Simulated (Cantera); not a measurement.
A Cantera script and what it prints.

```python
import numpy as np
import cantera as ct

gas_names = [...]  # 110 gases of nasa_gas.yaml made of C, H, O
cond_names = """
    C(gr) C6H6(L) C7H8(L) C8H18(L),n-octa H2O(s) H2O(L)
""".split()


# ... load() reads the species with a 1 bar reference pressure and builds the phases ...
atoms = {
    'acetone': {'C': 3, 'H': 6, 'O': 1},
    'H2O': {'H': 2, 'O': 1},
    'H2': {'H': 2},
}
top_T = {'C(gr)': 4500}  # K; cautious upper limits of use, not melting points


# ... equilibrate(T, P, feed) seeds the gas with the atoms and calls Mixture.equilibrate('TP', solver="vcs", rtol=1e-11, max_steps=5000) ...
results = []
T = 2625  # K
P = 1800  # Pa
for m in [10, 13, 17, 23, 30, 40, 52, 69, 91]:
    feed = {'acetone': 1, 'H2O': 0.1, 'H2': m}  # mol
    mix = equilibrate(T, P, feed)
    results.append((T, P, feed, dict(zip(mix.species_names, mix.species_moles))))

top = {s: max(r[3][s] / sum(r[3][g] for g in gas_names) for r in results) for s in gas_names}
cols = sorted((s for s in top if top[s] > 0.001), key=lambda s: -top[s])[:6]
seen = [c for c in cond_names if any(r[3].get(c, 0) > 1e-12 for r in results)]
print("log10 of partial pressures in bar; condensed amounts in mol")
print(f"{'n(H2)':>10s}" + "".join(f"{s[:9]:>10s}" for s in cols + seen))
for T, P, feed, n in results:
    ng = sum(n[g] for g in gas_names)
    print(f"{feed['H2']:10.4g}" + "".join(f"{np.log10(max(n[s] / ng * P / 1e5, 1e-99)):10.3f}" for s in cols)
          + "".join(f"{n.get(c, 0):10.4g}" for c in seen))
```

Result:

```
log10 of partial pressures in bar; condensed amounts in mol
     n(H2)        H2         H        CO C2H2,acet     C(gr)
        10    -1.924    -2.334    -2.916    -3.672     1.484
        13    -1.917    -2.331    -2.999    -3.665     1.388
        17    -1.912    -2.328    -3.091    -3.660     1.261
        23    -1.906    -2.325    -3.199    -3.655      1.07
        30    -1.903    -2.323    -3.299    -3.651    0.8465
        40    -1.899    -2.322    -3.411    -3.648    0.5278
        52    -1.897    -2.321    -3.515    -3.645    0.1454
        69    -1.894    -2.319    -3.630    -3.724         0
        91    -1.891    -2.318    -3.744    -3.836         0
```

Equilibrium computed with Cantera from the NASA thermochemical tables; the gas is ideal and each condensed phase is pure. The feed counts by its element totals alone.
